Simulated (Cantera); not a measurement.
Feed: 1 mol Pb, 13 mol CO₂, 150 mol N₂, at 1.33 mbar.

Equilibrium computed with Cantera from the NASA thermochemical tables; the gas is ideal and each condensed phase is pure. Candidate condensed phases: C, Pb, PbO, PbO₂, Pb₃O₄; 27 gas species. Kinetics and transport are ignored. All values below are at 1698 K.

Base state: N₂ 0.913, CO₂ 0.0755, Pb 0.00561, CO 0.00366, O₂ 0.00144, PbO 0.000480, NO 0.000256, O 4.54e-5 (mole fractions); condensed: gas only.

Question: What changes in the equilibrium state with this change: Pb replaced by Al?

Answer: 
```json
[
 {"species": "N₂", "before": "0.913", "after": "0.920"},
 {"species": "CO₂", "before": "0.0755", "after": "0.0701"},
 {"species": "CO", "before": "0.00366", "after": "0.00966"},
 {"species": "Pb", "before": "0.00561", "after": "0"},
 {"species": "PbO", "before": "0.000480", "after": "0"},
 {"species": "O₂", "before": "0.00144", "after": "0.000178"},
 {"species": "O", "before": "4.54e-5", "after": "1.60e-5"},
 {"species": "NO", "before": "0.000256", "after": "9.04e-5"},
 {"species": "Al₂O₃(s), mol", "before": "0", "after": "0.500"}
]
```
Further candidate phases: Al, AlN, Al₂O₃.

Question: What changes in the equilibrium state with this change: pressure from 1.33 mbar to 12.0 mbar?

Answer: 
```tsv
species	before	after
N₂	0.913	0.914
CO₂	0.0755	0.0772
Pb	0.00561	0.00527
CO	0.00366	0.00205
O	4.54e-5	9.21e-6
O₂	0.00144	0.000531
PbO	0.000480	0.000822
```
